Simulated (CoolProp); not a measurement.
A single-stage vapour-compression cycle with R1233zd(E): evaporating at 291.15 K (dew point), condensing at 327.15 K (bubble point), superheat 5 K, subcooling 2 K, compressor efficiency 0.75, no pressure losses. Each further row changes one setting.

The numbers come from the reference Helmholtz-energy equation of state, Akasaka 2022 in CoolProp.

```csv
case,cooling COP,pressure ratio,discharge temperature (K),refrigerating effect (kJ/kg),volumetric capacity (kJ/m³)
as stated,5.33,3.28,337.2,157,874
evaporating temperature 296.15 K,6.42,2.72,336.1,161,1060
condensing temperature 322.15 K,6.34,2.83,332.0,163,908
subcooling 7 K,5.54,3.28,337.2,163,908
superheat 15 K,5.39,3.28,347.5,165,885
compressor efficiency 0.65,4.62,3.28,342.3,157,874
```
